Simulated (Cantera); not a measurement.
Mixture: CH3OH : O2 : N2 = 1 : 3.66 : 13.8 (molar parts), equivalence ratio 0.41, at 1.01 bar, adiabatic and at constant volume. Ignition delay is the time to a rise of 400 K.

Detailed kinetics in Cantera: GRI-Mech 3.0 (53 species, 325 reactions). GRI-Mech 3.0 was tuned for natural gas; its chemistry of methanol as a main component is partial and can be far from experiment.

Q: Predict: delay at 1323 K; delay at 1423 K; delay at 1523 K; delay at 1623 K; delay at 1723 K; delay at 1823 K; apparent activation energy between 1623 and 1823 K.

A: 
| Quantity | Result |
|---|---|
| delay at 1323 K | 1.86 ms |
| delay at 1423 K | 0.580 ms |
| delay at 1523 K | 0.224 ms |
| delay at 1623 K | 0.101 ms |
| delay at 1723 K | 51.2 µs |
| delay at 1823 K | 28.2 µs |
| apparent activation energy between 1623 and 1823 K | 160 kJ/mol |
